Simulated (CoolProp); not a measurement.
Saturated liquid density (kg/m³) of nitrogen: the reference equation beside estimates from Tc = 126.2 K, pc = 3.396 MPa, ω = 0.037.

Model: reference Helmholtz-energy equation of state, Span 2000, in CoolProp.

```
T (K)  reference  van der Waals  Soave-Redlich-Kwong
-----  ---------  -------------  -------------------
82         784.6            ___                783.0
87.3       758.8          521.2                752.8
92.6         ___          501.7                719.6
97.9       701.8          480.5                682.9
103.2      669.4          457.0                641.7
108.5        ___            ___                594.7
113.8        ___          399.2                  ___
119.1        ___          360.3                470.9
```

Complete the blanks.


- 82, van der Waals: 539.1
- 92.6, reference: 731.3
- 108.5, reference: 632.8
- 108.5, van der Waals: 430.4
- 113.8, reference: 589.8
- 113.8, Soave-Redlich-Kwong: 539.6
- 119.1, reference: 534.8

Absolute difference from the reference over all 8 rows, mean and median: van der Waals 31.8 and 31.6 %, Soave-Redlich-Kwong 4.5 and 3.4 %.
